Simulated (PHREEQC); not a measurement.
PHREEQC input (ion-association model, phreeqc.dat):

```
SOLUTION 1
  temp 25
  units mol/kgw
  pH 7 charge
  Cl 0.046
  Ca 0.023
END
SELECTED_OUTPUT 1
  -reset false
  -pH true
  -pe true
  -ionic_strength true
  -water true
  -totals Ca Cl Hdg
  -molalities H+ Ca+2 Cl- OH- CaOH+
USER_PUNCH 1
  -headings p_Hdg(g) phi_Hdg(g) p_H2O(g) phi_H2O(g) density
  10 PUNCH PR_P("Hdg(g)"), PR_PHI("Hdg(g)"), PR_P("H2O(g)"), PR_PHI("H2O(g)"), RHO
PRINT
  -reset false
USE solution 1
REACTION_TEMPERATURE 1
  10
GAS_PHASE 1
  -fixed_pressure
  -pressure 5
  -temperature 10
  -volume 20
  Hdg(g) 5
  H2O(g) 0
END
# ... the last block is repeated for the other 8 points of T (°C)
```

Selected output (columns that matter, 9 of 9 rows; T (°C) added in front):

```
T (°C)	pH	mu	Ca	Cl	Hdg	m_H+	m_Ca+2	m_Cl-	m_OH-	p_Hdg(g)	phi_Hdg(g)	p_H2O(g)	phi_H2O(g)	density
10	7.155	0.069014	0.023004	0.046009	0.0043098	8.296e-08	0.023004	0.046009	5.3126e-08	4.9874	1.0013	0.012597	0.9772	1.0019
20	7.0217	0.069025	0.023008	0.046016	0.0039849	1.1302e-07	0.023008	0.046016	9.1255e-08	4.9762	1.0013	0.023792	0.97881	1.0004
30	6.8796	0.069043	0.023014	0.046029	0.0037582	1.5716e-07	0.023014	0.046029	1.4162e-07	4.9571	1.0013	0.042921	0.9801	0.99782
40	6.7406	0.069073	0.023024	0.046049	0.003602	2.1708e-07	0.023024	0.046049	2.0592e-07	4.9257	1.0014	0.074285	0.98104	0.99438
50	6.6098	0.069119	0.02304	0.046079	0.0034956	2.943e-07	0.02304	0.046079	2.8613e-07	4.8762	1.0014	0.12384	0.98161	0.9902
60	6.489	0.06919	0.023063	0.046126	0.0034219	3.9009e-07	0.023063	0.046126	3.8397e-07	4.8005	1.0014	0.19955	0.98175	0.98537
70	6.3782	0.069295	0.023098	0.046196	0.0033649	5.053e-07	0.023098	0.046196	5.0063e-07	4.6883	1.0015	0.31173	0.98142	0.97995
80	6.2771	0.069451	0.02315	0.0463	0.0033077	6.403e-07	0.02315	0.0463	6.3664e-07	4.5266	1.0017	0.47344	0.98059	0.974
90	6.1852	0.069686	0.023228	0.046457	0.0032302	7.9479e-07	0.023228	0.046457	7.9187e-07	4.2993	1.0021	0.70067	0.97924	0.96755
```

Species that the database lacks are ignored. At this temperature some constants are extrapolated from 25 °C, and those without enthalpy data are left unchanged.
